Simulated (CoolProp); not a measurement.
Vapour-liquid equilibrium of isohexane (1) + n-heptane (2) at 396.9 K; x and y are mole fractions of (1).

Model: multi-fluid Helmholtz-energy mixture model, Lemmon 2006 and Span 2003; pair parameters Bell 2016, in CoolProp.

Question: Give the bubble pressure and the first vapour's composition at x = 0.05, 0.2, 0.5. Is there an azeotrope?

Answer: x = 0.05: 0.2176 MPa, y = 0.112; x = 0.2: 0.2645 MPa, y = 0.370; x = 0.5: 0.3603 MPa, y = 0.697. No azeotrope shows between x = 0.05 and 0.95.

The pair parameters rest on a limited set of measurements; away from them the model extrapolates.
